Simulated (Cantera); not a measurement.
A Cantera script and its output.

```python
import numpy as np
import cantera as ct

gas = ct.Solution("gri30.yaml")
gas.TPX = 1200, 1100000, {'CH4': 1, 'C2H6': 0.083, 'O2': 1.64, 'N2': 6.15}
reactor = ct.IdealGasReactor(gas, energy="on", clone=False)
net = ct.ReactorNet([reactor])
net.rtol, net.atol = 1e-08, 1e-16
show = ['CH4', 'C2H6', 'O2', 'CH2', 'HO2']
times = np.geomspace(3e-06, 7, 14)

steps = ct.SolutionArray(gas, extra=["t"])
rows = []
print(f"{'t/s':>10s}{'T/K':>9s}{'P/Pa':>11s}" + "".join(f"{s:>11s}" for s in show))
for t in times:
    while net.time < t:
        t_next = net.step()
        steps.append(gas.state, t=t_next)
    rows.append([np.interp(t, steps.t, y) for y in (steps.T, steps.P, *steps(*show).X.T)])
    print(f"{t:10.3e}{rows[-1][0]:9.1f}{rows[-1][1]:11.4g}" + "".join(f"{x:11.3e}" for x in rows[-1][2:]))
rate = np.gradient(steps.T, steps.t)
print("integrator steps:", len(steps.t))
if steps.T.max() > steps.T[0] + 200:
    print(f"time of steepest temperature rise: {steps.t[rate.argmax()]:.4e} s")
gas.TPX = 1200, 1100000, {'CH4': 1, 'C2H6': 0.083, 'O2': 1.64, 'N2': 6.15}
gas.equilibrate("UV")
print(f"equilibrium (UV): T = {gas.T:.1f} K  " + "  ".join(f"{s} {gas[s].X[0]:.3e}" for s in show))
```

Output:

```
       t/s      T/K       P/Pa        CH4       C2H6         O2        CH2        HO2
 3.000e-06   1200.0    1.1e+06  1.127e-01  9.354e-03  1.848e-01  1.060e-16  3.490e-08
 9.268e-06   1200.0    1.1e+06  1.127e-01  9.354e-03  1.848e-01  9.636e-16  1.296e-07
 2.863e-05   1200.0    1.1e+06  1.127e-01  9.353e-03  1.848e-01  8.505e-15  5.734e-07
 8.844e-05   1200.0    1.1e+06  1.127e-01  9.350e-03  1.848e-01  1.081e-13  2.880e-06
 2.732e-04   1200.6  1.101e+06  1.126e-01  9.298e-03  1.847e-01  4.865e-12  1.435e-05
 8.440e-04   1235.1  1.134e+06  1.082e-01  8.049e-03  1.801e-01  4.585e-10  8.402e-05
 2.607e-03   2982.6  2.973e+06  4.327e-11  1.936e-21  6.088e-04  1.862e-11  1.569e-06
 8.054e-03   2982.6  2.973e+06  4.327e-11  1.936e-21  6.088e-04  1.862e-11  1.569e-06
 2.488e-02   2982.6  2.973e+06  4.327e-11  1.936e-21  6.088e-04  1.862e-11  1.569e-06
 7.686e-02   2982.6  2.973e+06  4.327e-11  1.936e-21  6.088e-04  1.862e-11  1.569e-06
 2.374e-01   2982.6  2.973e+06  4.327e-11  1.936e-21  6.088e-04  1.862e-11  1.569e-06
 7.335e-01   2982.6  2.973e+06  4.327e-11  1.936e-21  6.088e-04  1.862e-11  1.569e-06
 2.266e+00   2982.6  2.973e+06  4.327e-11  1.936e-21  6.088e-04  1.862e-11  1.569e-06
 7.000e+00   2982.6  2.973e+06  4.327e-11  1.936e-21  6.088e-04  1.862e-11  1.569e-06
integrator steps: 2174
time of steepest temperature rise: 1.0170e-03 s
equilibrium (UV): T = 2982.6 K  CH4 4.947e-11  C2H6 2.427e-21  O2 6.088e-04  CH2 2.003e-11  HO2 1.569e-06
```

Computed with Cantera and GRI-Mech 3.0 (53 species, 325 reactions).
